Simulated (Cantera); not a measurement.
**B2O3 + O2 (boron, boron nitride and boron oxide)**

A closed system holds: 1 mol B2O3, 0.089 mol O2, at 14000 Pa.

Method: chemical equilibrium by Gibbs-energy minimisation in Cantera with the NASA 1993 tables (ideal gas, pure condensed phases). Candidate condensed phases: B, B2O3; 10 gas species. Rates play no part.

From 975 °C to 1500 °C the condensed part is B2O3(l). The main B-bearing gas is B2O3 throughout.

| T (°C) | x O2 | x B2O3 | x BO2 | x O | x BO | x O3 | n B2O3(l) |
|---|---|---|---|---|---|---|---|
| 975 | 1.000 | 2.96e-7 | 2.33e-7 | 1.78e-7 | <1e-12 | 1.14e-10 | 1.00 |
| 1050 | 1.000 | 2.48e-6 | 1.41e-6 | 7.11e-7 | <1e-12 | 2.49e-10 | 1.00 |
| 1125 | 1.000 | 1.64e-5 | 7.03e-6 | 2.45e-6 | 2.83e-12 | 5.03e-10 | 1.000 |
| 1200 | 1.000 | 8.82e-5 | 2.96e-5 | 7.46e-6 | 4.01e-11 | 9.45e-10 | 1.000 |
| 1275 | 0.999 | 0.000401 | 0.000108 | 2.04e-5 | 4.38e-10 | 1.67e-9 | 1.000 |
| 1350 | 0.998 | 0.00157 | 0.000347 | 5.08e-5 | 3.82e-9 | 2.81e-9 | 1.000 |
| 1425 | 0.993 | 0.00541 | 0.00100 | 0.000117 | 2.73e-8 | 4.48e-9 | 0.999 |
| 1500 | 0.980 | 0.0167 | 0.00264 | 0.000248 | 1.65e-7 | 6.80e-9 | 0.998 |
x: gas mole fraction; n: condensed amount in mol.
